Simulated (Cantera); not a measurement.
A jet of CH₄ : O₂ : N₂ = 0.075 : 0.15 : 0.79 (molar parts), equivalence ratio 1.0 at 300 K and 0.0602 atm hits a platinum plate 3 cm away at a mass flux of 0.072 kg/m²/s; the plate temperature is set and raised in steps from an oxygen-covered start.

Model: Deutschmann's 1995 Pt surface mechanism with GRI-Mech 3.0 gas chemistry, integrated in Cantera. Catalytic surfaces can have several steady states; this one follows from the mechanism file's or the stated starting coverage.

One state of this run: wall x CH₄ = 0.0264; wall x O₂ = 0.0463; wall x H₂O = 0.0886; wall x OH = 9.10e-7; wall x CO = 3.17e-5; wall x CO₂ = 0.0585; θ free Pt = 0.503; θ O* = 0.496; θ OH* = 0.00141. x: mole fraction at the wall; θ: surface coverage.

**Question.** Which value of plate T (K) does it belong to?
(A) 1050
(B) 850
(C) 900
(D) 950

**Answer.** A, 1050
